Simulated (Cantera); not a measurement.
A closed system holds: 1 mol H2S, 0.12 mol H2, 0.46 mol O2, at 20.0 mbar.

Equilibrium computed with Cantera from the NASA thermochemical tables; the gas is ideal and each condensed phase is pure. Candidate condensed phases: H2O, H2SO4, S; 19 gas species. Gases not in the tables: S3 to S7. Kinetics and transport are ignored. All values below are at 1250 K.

Base state: H2O 0.527, S2 0.254, H2S 0.0984, H2 0.0890, SO2 0.0293, S2O 0.00122, SH 0.000739, SO 0.000396 (mole fractions); condensed: gas only.

Problem. What changes in the equilibrium state with this change: pressure from 20.0 mbar to 0.130 bar?

Solution. 
```
species    before     after
-------  --------  --------
H2O         0.527     0.533
S2          0.254     0.236
H2S        0.0984     0.144
H2         0.0890    0.0528
SO2        0.0293    0.0321
S2O       0.00122   0.00193
SO       0.000396  0.000255
```
